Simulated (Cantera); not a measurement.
# Adiabatic ignition

An adiabatic, constant-pressure homogeneous reactor starts with CH4 : CO : O2 : N2 = 1 : 3.1 : 2.36 : 8.89 (molar parts), equivalence ratio 1.5, at 1798 K and 0.580 bar.

Model: GRI-Mech 3.0 (53 species, 325 reactions), integrated in Cantera.

| t (s) | T (K) | x CH4 | x CO | x O2 | x C2H | x O | x H |
|---|---|---|---|---|---|---|---|
| 8.00e-6 | 1798 | 0.0651 | 0.202 | 0.154 | <1e-12 | 8.59e-7 | 1.01e-6 |
| 1.76e-5 | 1798 | 0.0650 | 0.202 | 0.154 | <1e-12 | 1.13e-6 | 1.24e-6 |
| 3.87e-5 | 1798 | 0.0648 | 0.202 | 0.154 | <1e-12 | 1.92e-6 | 2.08e-6 |
| 8.53e-5 | 1799 | 0.0635 | 0.202 | 0.153 | 1.08e-11 | 5.66e-6 | 8.19e-6 |
| 0.000188 | 2032 | 0.0236 | 0.211 | 0.114 | 1.56e-6 | 0.000406 | 0.00158 |
| 0.000413 | 2629 | <1e-12 | 0.175 | 0.0194 | <1e-12 | 0.0156 | 0.0287 |
| 0.000909 | 2791 | <1e-12 | 0.172 | 0.0155 | <1e-12 | 0.0108 | 0.0201 |
| 0.00200 | 2824 | <1e-12 | 0.171 | 0.0137 | <1e-12 | 0.00929 | 0.0181 |
| 0.00440 | 2822 | <1e-12 | 0.172 | 0.0131 | <1e-12 | 0.00895 | 0.0179 |
| 0.00969 | 2821 | <1e-12 | 0.172 | 0.0131 | <1e-12 | 0.00891 | 0.0179 |
| 0.0213 | 2821 | <1e-12 | 0.172 | 0.0131 | <1e-12 | 0.00891 | 0.0179 |
| 0.0469 | 2821 | <1e-12 | 0.172 | 0.0131 | <1e-12 | 0.00891 | 0.0179 |
| 0.103 | 2821 | <1e-12 | 0.172 | 0.0131 | <1e-12 | 0.00891 | 0.0179 |
| 0.227 | 2821 | <1e-12 | 0.172 | 0.0131 | <1e-12 | 0.00891 | 0.0179 |
| 0.500 | 2821 | <1e-12 | 0.172 | 0.0131 | <1e-12 | 0.00891 | 0.0179 |
x: mole fraction; the columns are a selection and need not sum to one.

The time of steepest temperature rise is 0.196 ms and the temperature at 0.500 s is 2821 K. The equilibrium temperature is 2821 K. The x(CH4) at 0.500 s is <1e-12 (gas-phase equilibrium <1e-12) and the x(CO) at 0.500 s comes out as 0.172 (gas-phase equilibrium 0.172). The x(O2) at 0.500 s is 0.0131 (gas-phase equilibrium 0.0131).
